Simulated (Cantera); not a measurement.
A closed system holds: 1 mol Si, 0.84 mol Cl₂, 1.5 mol H₂, held at 625 °C and 1 atm.

These are equilibrium values from Cantera (NASA tables, ideal gas, pure condensed phases), not measurements of a reactor. Candidate condensed phases: Si; 19 gas species. The tables' values for SiCl₃ are old estimates; treat these amounts as uncertain. Equilibrium is a limit: real reactors are often held back by kinetics, nucleation or transport.

Base state: H₂ 0.753, SiCl₄ 0.163, SiHCl₃ 0.0759, HCl 0.00451, SiH₂Cl₂ 0.00334, SiCl₃ 0.000351, SiCl₂ 3.65e-5, SiH₃Cl 3.59e-5 (mole fractions); condensed: Si(s).

What changes in the equilibrium state with this change: temperature from 625 °C to 377 °C?


```tsv
species	before	after
H₂	0.753	0.754
SiCl₄	0.163	0.159
SiHCl₃	0.0759	0.0838
HCl	0.00451	0.000116
SiCl₂	3.65e-5	1.03e-8
SiCl₃	0.000351	1.60e-6
SiH₃Cl	3.59e-5	1.60e-5
SiH₂Cl₂	0.00334	0.00256
Si(s), mol	0.543	0.538
```

What changes in the equilibrium state with this change: Cl₂ from 0.84 to 2 mol?


| species | before | after |
|---|---|---|
| H₂ | 0.753 | 0.575 |
| SiCl₄ | 0.163 | 0.375 |
| HCl | 0.00451 | 0.0248 |
| SiHCl₃ | 0.0759 | 0.0243 |
| SiH₃Cl | 3.59e-5 | 2.23e-7 |
| SiH₂Cl₂ | 0.00334 | 0.000149 |
| Si(s), mol | 0.543 | 0 |

What changes in the equilibrium state with this change: pressure from 1 atm to 11.0 bar?


```
species       before     after
----------  --------  --------
H₂             0.753     0.738
SiCl₄          0.163     0.133
SiHCl₃        0.0759     0.117
SiH₃Cl       3.59e-5  0.000198
SiCl₂        3.65e-5   1.00e-5
SiH₂Cl₂      0.00334   0.00974
SiCl₃       0.000351  0.000166
HCl          0.00451   0.00234
Si(s), mol     0.543     0.517
```
